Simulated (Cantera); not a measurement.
An isothermal, constant-pressure homogeneous reactor starts with C₂H₆ : H₂ : N₂ = 1 : 30 : 0.16 (molar parts), at 1175 K and 0.000790 atm.

Cantera simulation using GRI-Mech 3.0 (53 species, 325 reactions); the numbers are that mechanism's predictions, not measurements. GRI-Mech 3.0 stops at C3 and has no aromatics, soot or wall deposition, so with more carbon than oxygen in the feed, carbon stays in small species such as C2H2 where larger ones or solid carbon would form. Radical loss at walls, strong at low pressure, is not modelled.

Question: Predict: x(C₂H₆) at 6.00 s; x(H₂) at 6.00 s; x(CH₄) at 6.00 s; x(CH₃) at 6.00 s; x(C₂H₄) at 6.00 s; x(C₂H₂) at 6.00 s.

Answer: 
```
Item                                                 Value
-----------------  ---------------------------------------
x(C₂H₆) at 6.00 s  5.03e-5 (gas-phase equilibrium 5.27e-8)
x(H₂) at 6.00 s        0.951 (gas-phase equilibrium 0.960)
x(CH₄) at 6.00 s    0.0253 (gas-phase equilibrium 0.00877)
x(CH₃) at 6.00 s   9.57e-6 (gas-phase equilibrium 7.38e-7)
x(C₂H₄) at 6.00 s  0.0162 (gas-phase equilibrium 0.000333)
x(C₂H₂) at 6.00 s   0.00251 (gas-phase equilibrium 0.0242)
```
